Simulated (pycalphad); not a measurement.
**Effect of Si content in Al-Si**

Source of the numbers: pycalphad with the COST 507 light-alloy database (1999); pressure 1 atm. The data set is of 1999 and partly superseded. Phase fractions are per mole of atoms.

```csv
alloy,liquidus (K),first solid,solidus (K),phases at 500 K
Al-1.259Si (wt.%),(withheld),fcc,(withheld),(withheld)
Al-2.527Si (wt.%),918,fcc,850,"fcc 0.98, diamond (Si) 0.02"
Al-7.566Si (wt.%),886,fcc,850,"fcc 0.93, diamond (Si) 0.07"
Al-10.08Si (wt.%),868,fcc,850,"fcc 0.90, diamond (Si) 0.10"
```

Question: What belongs in the gaps?

Answer: 
- Al-1.259Si (wt.%), liquidus (K): 926
- Al-1.259Si (wt.%), solidus (K): 865
- Al-1.259Si (wt.%), phases at 500 K: fcc 0.99, diamond (Si) 0.01
